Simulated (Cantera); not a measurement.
Input: 1 mol Si3N4, 0.58 mol Cl2, 4.3 mol N2, at 1302 °C.

These are equilibrium values from Cantera (NASA tables, ideal gas, pure condensed phases), not measurements of a reactor. Candidate condensed phases: Si, Si3N4; 13 gas species. Equilibrium is a limit: real reactors are often held back by kinetics, nucleation or transport.

Task: Which condensed phases are stable at each of these points (P (Pa)): 1, 5.20, 27, 140, 720, 3700, 19000, 100000?

Result: 
```json
[
 {"P (Pa)": "1", "condensed phases": "Si(s)", "Si condensed (%)": "79.4"},
 {"P (Pa)": "5.20", "condensed phases": "Si(s)", "Si condensed (%)": "80.4"},
 {"P (Pa)": "27", "condensed phases": "Si3N4(s)", "Si condensed (%)": "80.7"},
 {"P (Pa)": "140", "condensed phases": "Si3N4(s)", "Si condensed (%)": "80.9"},
 {"P (Pa)": "720", "condensed phases": "Si3N4(s)", "Si condensed (%)": "81.5"},
 {"P (Pa)": "3700", "condensed phases": "Si3N4(s)", "Si condensed (%)": "83.8"},
 {"P (Pa)": "19000", "condensed phases": "Si3N4(s)", "Si condensed (%)": "87.1"},
 {"P (Pa)": "100000", "condensed phases": "Si3N4(s)", "Si condensed (%)": "89.1"}
]
```

From 1.00 Pa to 5.20 Pa the condensed part is Si(s). From 27.0 Pa to 1.00 bar the condensed part is Si3N4(s).
